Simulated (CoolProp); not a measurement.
Vapour pressure (kPa) of c-C4F8 (RC318): the reference equation beside estimates from Tc = 388.4 K, pc = 2778 kPa, ω = 0.355. Clausius-Clapeyron is anchored at 281 K with a constant enthalpy of vaporisation of 22.30 kJ/mol.

Computed with CoolProp (reference Helmholtz-energy equation of state, Platzer 1990). This equation is an older, rougher fit; its heat capacities, sound speeds and derivatives of the liquid may be far off and weren't checked against measurements.

| T (K) | reference | Lee-Kesler | Clausius-Clapeyron | Redlich-Kwong | Soave-Redlich-Kwong | Peng-Robinson |
|---|---|---|---|---|---|---|
| 248.6 | 43.80 | 43.65 | 50.07 | 108.8 | 43.79 | 44.41 |
| 256.7 | 64.28 | 64.16 | 70.37 | 146.8 | 64.24 | 64.75 |
| 264.8 | 91.74 | 91.68 | 96.87 | 193.7 | 91.66 | 91.92 |
| 272.9 | 127.7 | 127.7 | 130.8 | 250.8 | 127.6 | 127.4 |
| 281 | 173.7 | 173.9 | 173.7 | 319.1 | 173.8 | 172.9 |
| 289.1 | 231.6 | 231.9 | 226.9 | 399.7 | 231.9 | 230.1 |
| 297.2 | 303.1 | 303.6 | 292.2 | 493.8 | 304.0 | 300.9 |
| 305.3 | 390.4 | 390.8 | 371.3 | 602.3 | 392.2 | 387.5 |
| 313.4 | 495.3 | 495.7 | 465.9 | 726.3 | 498.5 | 492.1 |
| 321.5 | 620.1 | 620.2 | 578.0 | 866.8 | 625.2 | 616.8 |
| 329.6 | 767.0 | 766.8 | 709.5 | 1025 | 774.7 | 764.2 |
| 337.7 | 938.5 | 937.8 | 862.4 | 1201 | 949.3 | 936.9 |
| 345.8 | 1137 | 1136 | 1039 | 1397 | 1152 | 1138 |

Absolute difference from the reference over all 13 rows, mean and median: Lee-Kesler 0.1 and 0.1 %, Clausius-Clapeyron 6.1 and 5.9 %, Redlich-Kwong 71.4 and 62.9 %, Soave-Redlich-Kwong 0.5 and 0.3 %, Peng-Robinson 0.5 and 0.5 %.
